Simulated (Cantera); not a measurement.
Charge: 1 mol SiH₂Cl₂, 0.61 mol N₂, 40 mol H₂, 26 mol NH₃, at 0.210 bar.

These are equilibrium values from Cantera (NASA tables, ideal gas, pure condensed phases), not measurements of a reactor. Candidate condensed phases: NH₄Cl, Si, Si₃N₄; 28 gas species. Kinetics and transport are ignored.

Over these rows the condensed part is Si₃N₄(s). Partial pressures as log10 of bar:

| T (K) | 1000/T (1/K) | log p SiCl₂ | log p H₂ | log p N₂ | log p HCl |
|---|---|---|---|---|---|
| 1400 | 0.7143 | -5.95 | -0.75 | -1.54 | -2.35 |
| 1475 | 0.6780 | -5.45 | -0.75 | -1.54 | -2.35 |
| 1550 | 0.6452 | -5.01 | -0.75 | -1.54 | -2.35 |
| 1625 | 0.6154 | -4.61 | -0.75 | -1.54 | -2.35 |
| 1700 | 0.5882 | -4.26 | -0.75 | -1.54 | -2.36 |
| 1775 | 0.5634 | ? | -0.75 | -1.54 | -2.37 |

Task: Fit log p(SiCl₂) = a + b·(1000/T) to the five rows, give the apparent enthalpy, and predict the row at 1775 K.

Result: Means: 1000/T = 0.6482, log p = -5.056. Sxy = -0.133361, Sxx = 0.0099421, so b = -13.41 and a = -5.056 − (-13.41)×0.6482 = 3.64.
Apparent enthalpy: −19.145 × (-13.41) = 257 kJ/mol. With the condensed phases at unit activity, 1/3 Si₃N₄(s) + 2 HCl(g) = SiCl₂(g) + H₂(g) + 2/3 N₂(g) links this pressure to the main gases: over the six rows their terms move log p by -0.04 in all, so the slope is close to that reaction's ΔH°. The five rows lie within 0.01 of the line.
Prediction at 1775 K: 3.64 + (-13.41)×0.5634 = -3.92. The computed value is -3.95, 0.03 from the line.
